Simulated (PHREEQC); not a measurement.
Dissolve 0.029 mol/kgw HCl, 0.00076 mol/kgw ZnSO4 and 0.00051 mol/kgw MgSO4 at 25 °C. Closed to the air; pH follows from the charge balance.

All values are PHREEQC results (ion-association model, phreeqc.dat), not measurements.

```
quantity                    before     after
------------------------  --------  --------
pH                            1.61      1.64
ionic strength (mol/kgw)    0.0324    0.0400
SO4-2 (mol/kgw)           0.000499   0.00169
Mg+2 (mol/kgw)            0.000494  0.000464
MgSO4 (mol/kgw)            1.60e-5   4.59e-5
```

Question: What was changed between the two runs?
A. ZnSO4 left out
B. ZnSO4 from 0.00076 to 0.0038 mol/kgw
C. HCl left out
D. diluted 100-fold with water
E. HCl from 0.029 to 0.145 mol/kgw

Answer: B, ZnSO4 from 0.00076 to 0.0038 mol/kgw

No solid was allowed to form.
